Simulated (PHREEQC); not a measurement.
Dissolve 0.41 mmol/kgw Na2SiF6 at 25 °C and 300 atm. It is in equilibrium with CO2 at log p = 0 (atm). Otherwise closed; pH follows from the charge balance.

Model: ion-association model, phreeqc.dat, run in PHREEQC.

Precipitation was switched off in this run.

Task: Predict the pH, ionic strength.

Result: pH 3.26; ionic strength 0.00146 mol/kgw.

Task: In which forms is Si present?

Result: H4SiO4 83 %, SiF6-2 17 % of the Si.

Examples of supersaturated solids here: Quartz (slow to form). Others may be too. Species that the database lacks are ignored. Under pressure, the constants of complexes without a molar volume in the database are unreliable. SiF6-2 is the database's only silicon fluoride.
